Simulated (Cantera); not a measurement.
A closed system holds: 1 mol Si, 0.72 mol Cl₂, 83 mol H₂, held at 1202 °C and 10.0 mbar.

These are equilibrium values from Cantera (NASA tables, ideal gas, pure condensed phases), not measurements of a reactor. Candidate condensed phases: Si; 19 gas species. Kinetics and transport are ignored.

Base state: H₂ 0.983, HCl 0.0156, SiCl₂ 0.000781, H 0.000129 (mole fractions); condensed: Si(s).

**Question.** What changes in the equilibrium state with this change: temperature from 1202 °C to 1427 °C?

**Answer.** 
```json
[
 {"species": "H₂", "before": "0.983", "after": "0.982"},
 {"species": "HCl", "before": "0.0156", "after": "0.0154"},
 {"species": "H", "before": "0.000129", "after": "0.00146"},
 {"species": "SiCl₂", "before": "0.000781", "after": "0.000867"},
 {"species": "Si", "before": "5.75e-7", "after": "6.79e-5"},
 {"species": "SiH", "before": "2.03e-7", "after": "1.04e-5"},
 {"species": "SiCl", "before": "8.21e-7", "after": "1.71e-5"},
 {"species": "Si(s), mol", "before": "0.934", "after": "0"},
 {"species": "Si(l), mol", "before": "0", "after": "0.918"}
]
```
The tables' values for SiCl are old estimates; treat these amounts as uncertain. Gases not in the tables: Si₂H₆ and higher silanes.

**Question.** What changes in the equilibrium state with this change: Cl₂ from 0.72 to 1.3 mol?

**Answer.** 
```tsv
species	before	after
H₂	0.983	0.971
HCl	0.0156	0.0263
SiCl₂	0.000781	0.00224
SiCl₃	3.61e-6	1.75e-5
H	0.000129	0.000128
Si(s), mol	0.934	0.809
```
The tables' values for SiCl₃ are old estimates; treat these amounts as uncertain.
